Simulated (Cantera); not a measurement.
SiCl4 + H2 (silicon epitaxy and polysilicon growth)

Charge: 1 mol SiCl4, a varied amount of H2, at 1625 K and 0.100 bar.

Equilibrium computed with Cantera from the NASA thermochemical tables; the gas is ideal and each condensed phase is pure. Candidate condensed phases: Si; 19 gas species. The tables' values for SiCl3, SiCl are old estimates; treat these amounts as uncertain. Rates play no part.

From 25 mol H2 to 450 mol H2 the condensed part is Si(s). The main Si-bearing gas is SiCl2 throughout. The share of Si in condensed phases is highest at 450 mol H2 (88.3 %) and lowest at 25 mol H2 (17.6 %).

| n(H2) (mol) | x H2 | x HCl | x SiCl2 | x SiCl3 | n Si(s) |
|---|---|---|---|---|---|
| 25 | 0.883 | 0.0859 | 0.0293 | 0.00100 | 0.176 |
| 61 | 0.945 | 0.0467 | 0.00810 | 0.000146 | 0.477 |
| 96 | 0.963 | 0.0328 | 0.00391 | 4.91e-5 | 0.609 |
| 130 | 0.972 | 0.0255 | 0.00235 | 2.28e-5 | 0.685 |
| 170 | 0.978 | 0.0203 | 0.00147 | 1.13e-5 | 0.742 |
| 200 | 0.981 | 0.0176 | 0.00110 | 7.34e-6 | 0.773 |
| 240 | 0.984 | 0.0149 | 0.000792 | 4.48e-6 | 0.804 |
| 270 | 0.986 | 0.0134 | 0.000639 | 3.24e-6 | 0.822 |
| 310 | 0.987 | 0.0118 | 0.000495 | 2.21e-6 | 0.841 |
| 340 | 0.988 | 0.0108 | 0.000417 | 1.71e-6 | 0.853 |
| 380 | 0.990 | 0.00978 | 0.000339 | 1.25e-6 | 0.866 |
| 410 | 0.990 | 0.00911 | 0.000294 | 1.01e-6 | 0.874 |
| 450 | 0.991 | 0.00835 | 0.000246 | 7.76e-7 | 0.883 |
x: gas mole fraction; n: condensed amount in mol.
